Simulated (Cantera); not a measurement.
Feed: 1 mol MgO, 3.2 mol H2S, 7.3 mol O2, equilibrated at 1450 K and 1.80 bar.

These are equilibrium values from Cantera (NASA tables, ideal gas, pure condensed phases), not measurements of a reactor. Candidate condensed phases: H2O, H2SO4, Mg, MgO, Mg(OH)2, MgS, MgSO4, S; 26 gas species. Kinetics and transport are ignored.

Base state: H2O 0.362, SO2 0.350, O2 0.277, SO3 0.0120, OH 8.77e-5 (mole fractions); condensed: MgO(s).

### Question
What changes in the equilibrium state with this change: temperature from 1450 K to 775 K?

### Answer
```tsv
species	before	after
H2O	0.362	0.491
SO3	0.0120	0.317
O2	0.277	0.152
SO2	0.350	0.0109
H2SO4	1.32e-6	0.0293
OH	8.77e-5	<1e-9
MgO(s), mol	1.00	0
MgSO4(s), mol	0	1.00
```
